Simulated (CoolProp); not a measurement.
Hydrogen chloride along the isotherm 670 K: density (kg/m³) from the reference equation and from simpler models built on Tc = 324.7 K, pc = 8314 kPa, ω = 0.130; each cubic takes its own stable root.

Model: reference Helmholtz-energy equation of state, Thol 2018, in CoolProp.

```csv
p (kPa),phase,reference,ideal gas,van der Waals,Redlich-Kwong,Soave-Redlich-Kwong,Peng-Robinson
7560,gas,50.57,49.48,51.16,50.59,49.67,50.30
15100,supercritical,102.4,98.83,105.0,102.5,98.94,101.2
22700,supercritical,154.7,148.6,160.6,155.1,___,152.1
30200,supercritical,205.6,197.7,214.1,205.8,193.4,___
37800,supercritical,255.4,247.4,264.4,254.7,237.5,248.1
45300,supercritical,302.5,296.5,308.4,300.0,278.4,292.0
52900,supercritical,347.6,346.2,347.0,342.4,317.1,333.8
60500,supercritical,389.9,396.0,380.2,381.3,353.0,372.9
68000,supercritical,428.7,445.1,408.3,416.5,385.9,408.7
75600,supercritical,___,494.8,___,449.1,___,442.6
83100,supercritical,498.3,___,454.5,___,445.3,___
```

Q: Some entries are withheld; supply them.

A: 
- 22700, Soave-Redlich-Kwong: 147.4
- 30200, Peng-Robinson: 200.9
- 75600, reference: 465.1
- 75600, van der Waals: 433.1
- 75600, Soave-Redlich-Kwong: 416.9
- 83100, ideal gas: 543.9
- 83100, Redlich-Kwong: 478.5
- 83100, Peng-Robinson: 473.8
